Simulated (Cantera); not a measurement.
An isothermal, constant-pressure homogeneous reactor starts with NH3 : N2 = 1 : 1.2 (molar parts), at 1248 K and 1.30 bar. Integrator tolerance rtol = 1e-08.

Detailed kinetics in Cantera: the gas-phase N/H chemistry of the illustrative SiF4/NH3 mechanism in the Surface Chemkin manual (1991). Walls and surfaces, which speed up NH3 decomposition in real reactors, are not modelled.

Question: What does this change do: temperature 1248 to 1825 K?

Answer: 
| quantity | before | after |
|---|---|---|
| x(NH3) at 4.00 s | 0.454 (gas-phase equilibrium 4.59e-5) | 0.00431 (gas-phase equilibrium 8.36e-6) |
| x(H) at 4.00 s | 2.04e-9 (gas-phase equilibrium 2.82e-7) | 0.000256 (gas-phase equilibrium 0.000266) |
| x(N2) at 4.00 s | 0.545 (gas-phase equilibrium 0.531) | 0.531 (gas-phase equilibrium 0.531) |
| x(NH2) at 4.00 s | 2.54e-6 (gas-phase equilibrium 4.70e-11) | 6.44e-6 (gas-phase equilibrium 1.29e-8) |
| x(NH) at 4.00 s | 1.37e-9 (gas-phase equilibrium <1e-12) | 1.62e-7 (gas-phase equilibrium 3.33e-10) |
| x(N) at 4.00 s | 1.42e-12 (gas-phase equilibrium <1e-12) | 1.70e-8 (gas-phase equilibrium 3.61e-11) |
